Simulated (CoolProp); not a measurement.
Values from CoolProp's reference Helmholtz-energy equation of state, Smukala 2000.

Problem. For ethylene, give the phase and the cp (kJ/(kg K)), isothermal compressibility (1/MPa), expansivity (1/kK), fugacity coefficient at -161.95 °C and 0.319 MPa.

Solution. 
- -161.95 °C and 0.319 MPa: liquid; cp 2.43, isothermal compressibility 0.000798, expansivity 1.97, fugacity coefficient 0.00127
